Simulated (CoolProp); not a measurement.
Vapour-liquid equilibrium of R134a (1) + R1234ze(E) (2) at 1.39 bar; x and y are mole fractions of (1).

Model: multi-fluid Helmholtz-energy mixture model, Tillner-Roth 1994 and Thol 2016; pair parameters Bell 2022, in CoolProp.

Q: Give the bubble temperature and the first vapour's composition at x = 0.05, 0.275, 0.425. Is there an azeotrope?

A: x = 0.05: -12.3 °C, y = 0.078; x = 0.275: -14.9 °C, y = 0.355; x = 0.425: -16.1 °C, y = 0.502. No azeotrope shows between x = 0.05 and 0.95.

Pair parameters are fitted to limited data, so mixtures are less certain than the pure fluids.
